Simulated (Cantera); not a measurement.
## Iron carbonyl, mercury and lead vapours: Hg + O₂ + N₂

A closed system holds: 1 mol Hg, 0.14 mol O₂, 0.15 mol N₂, equilibrated at 0.170 bar.

Equilibrium computed with Cantera from the NASA thermochemical tables; the gas is ideal and each condensed phase is pure. Candidate condensed phases: Hg, HgO; 10 gas species. Kinetics and transport are ignored.

| T (K) | log p Hg | log p N₂ | log p O₂ | log p NO | log p O | n HgO(s) |
|---|---|---|---|---|---|---|
| 598 | -0.85 | -1.54 | -3.46 | -9.82 | <-12 | 0.276 |
| 748 | -0.88 | -1.70 | -1.73 | -7.44 | <-12 | 0 |
| 898 | -0.88 | -1.70 | -1.73 | -6.38 | -12.17 | 0 |
| 1048 | -0.88 | -1.70 | -1.73 | -5.61 | -10.07 | 0 |
| 1198 | -0.88 | -1.70 | -1.73 | -5.04 | -8.49 | 0 |
| 1348 | -0.88 | -1.70 | -1.73 | -4.60 | -7.26 | 0 |
| 1498 | -0.88 | -1.70 | -1.73 | -4.25 | -6.27 | 0 |
log p: log10 of the partial pressure in bar; n: condensed amount in mol.

At 598 K the condensed part is HgO(s). From 748 K to 1498 K nothing is condensed. The main Hg-bearing gas is Hg throughout.
